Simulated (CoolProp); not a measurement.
Vapour-liquid equilibrium of propylene (1) + benzene (2) at 295 K; x and y are mole fractions of (1).

Computed with CoolProp (multi-fluid Helmholtz-energy mixture model, Lemmon 2013 and Thol 2012; pair parameters Bell 2016).

Q: Give the bubble pressure and the first vapour's composition at x = 0.05, 0.65, 0.8. Is there an azeotrope?

A: x = 0.05: 0.09762 MPa, y = 0.889; x = 0.65: 0.7373 MPa, y = 0.990; x = 0.8: 0.8582 MPa, y = 0.994. No azeotrope shows between x = 0.05 and 0.95.

Pair parameters are fitted to limited data, so mixtures are less certain than the pure fluids. The gap from Raoult's law changes sign with composition, which may be real or a fault of the pair parameters; it wasn't checked against measurements. With so large a gap from Raoult's law the liquid may split in two, which this calculation doesn't test in full.
